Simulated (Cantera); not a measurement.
Charge: 1 mol Si, 0.14 mol O2, 43 mol H2, 0.011 mol CO2, at 1125 K and 0.00133 bar.

Cantera equilibrium calculation (NASA polynomials, part measured and part estimated; ideal gas, pure solids and liquids). Candidate condensed phases: C, C6H6, C7H8, C8H18, H2O, Si, SiC, SiO2; 123 gas species. Mutual solubility and eutectic melting of coexisting phases are not modelled. Rates play no part.

Base state: H2 1.000, SiO 4.01e-5 (mole fractions); condensed: Si(s) + SiC(s) + SiO2(β-quartz).

Task: What changes in the equilibrium state with this change: pressure from 0.00133 bar to 2.80e-6 bar?

Result: 
| species | before | after |
|---|---|---|
| H2 | 1.000 | 0.993 |
| SiO | 4.01e-5 | 0.00694 |
| CO | 1.80e-7 | 3.12e-5 |
| H | 1.22e-6 | 2.65e-5 |
| Si(s), mol | 0.837 | 0.690 |
| SiC(s), mol | 0.0110 | 0.00965 |
| SiO2(β-quartz), mol | 0.150 | 0 |
